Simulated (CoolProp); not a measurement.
Nitrous oxide at 293.15 K and 8.44 MPa is throttled through a valve to 4.57 MPa with no heat exchange. Each further row changes one setting.

Model: reference Helmholtz-energy equation of state, Lemmon 2006, in CoolProp. It is a short technical equation, of lower accuracy than the large ones.

```tsv
case	temperature change (K)	final phase	final density (kg/m³)
as stated	-4.4	two-phase, vapour fraction 0.022	736
outlet pressure 1.37 MPa	-48.8	two-phase, vapour fraction 0.341	97.3
outlet pressure 5.94 MPa	-1.8	liquid	816
```
